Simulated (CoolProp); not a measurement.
Vapour-liquid equilibrium of ethanol (1) + n-octane (2) at 0.944 MPa; x and y are mole fractions of (1).

Computed with CoolProp (multi-fluid Helmholtz-energy mixture model, Schroeder 2014 and Beckmüller 2019; pair parameters Bell 2016).

**Question.** Give the bubble temperature and the first vapour's composition at x = 0.275, 0.35, 0.65. Is there an azeotrope?

**Answer.** x = 0.275: 166.4 °C, y = 0.709; x = 0.35: 162.4 °C, y = 0.742; x = 0.65: 154.1 °C, y = 0.830. No azeotrope shows between x = 0.05 and 0.95.

The pair parameters rest on a limited set of measurements; away from them the model extrapolates. With so large a gap from Raoult's law the liquid may split in two, which this calculation doesn't test in full.
